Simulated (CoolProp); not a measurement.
Values from CoolProp's reference Helmholtz-energy equation of state, Marx 1992.

**Question.** For R113, give the phase and the density (kg/m³), Joule-Thomson coefficient (K/MPa), isothermal compressibility (1/MPa) at 226.85 °C and 3.27 MPa; 226.85 °C and 5.09 MPa.

**Answer.** 
- 226.85 °C and 3.27 MPa: gas; density 253, Joule-Thomson coefficient 16.2, isothermal compressibility 0.680
- 226.85 °C and 5.09 MPa: supercritical; density 855, Joule-Thomson coefficient 3.73, isothermal compressibility 0.116
